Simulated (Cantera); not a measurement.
An isothermal, constant-pressure homogeneous reactor starts with 29.5 % H2, 41.5 % O2, 29.0 % N2, equivalence ratio 0.35, at 1100 K and 0.390 bar.

Detailed kinetics in Cantera: the H2/O2 subset of GRI-Mech 3.0, which has no nitrogen chemistry. The temperature is held fixed by assumption; the heat of reaction is taken as removed at once.

x: mole fraction; the columns are a selection and need not sum to one.

| t (s) | x H2 | x O2 | x OH | x HO2 | x H2O2 | x H2O |
|---|---|---|---|---|---|---|
| 5.00e-5 | 0.295 | 0.415 | ? | 3.49e-6 | 5.41e-9 | 2.75e-5 |
| 0.000194 | 0.0107 | 0.316 | ? | 0.000169 | 2.08e-5 | 0.331 |
| 0.000753 | 0.00229 | 0.315 | ? | 6.25e-5 | 1.09e-5 | 0.343 |
| 0.00292 | 0.000585 | 0.314 | ? | 2.13e-5 | 3.37e-6 | 0.345 |
| 0.0113 | 7.27e-5 | 0.314 | ? | 3.25e-6 | 2.52e-7 | 0.345 |
| 0.0441 | 1.65e-6 | 0.314 | ? | 1.10e-7 | 4.23e-8 | 0.345 |
| 0.171 | 1.03e-8 | 0.314 | ? | 1.15e-8 | 1.11e-8 | 0.345 |
| 0.664 | 2.43e-9 | 0.314 | ? | 6.69e-9 | 3.06e-9 | 0.345 |
| 2.58 | 1.35e-9 | 0.314 | 1.89e-6 | 7.62e-9 | 1.23e-9 | 0.345 |
| 10.0 | 1.31e-9 | 0.314 | 1.77e-6 | 7.92e-9 | 1.09e-9 | 0.345 |

Problem. What belongs in the gaps?

Solution. 
- 5.00e-5, x OH: 2.36e-6
- 0.000194, x OH: 0.00131
- 0.000753, x OH: 0.000163
- 0.00292, x OH: 5.49e-5
- 0.0113, x OH: 2.46e-5
- 0.0441, x OH: 1.21e-5
- 0.171, x OH: 5.95e-6
- 0.664, x OH: 3.04e-6
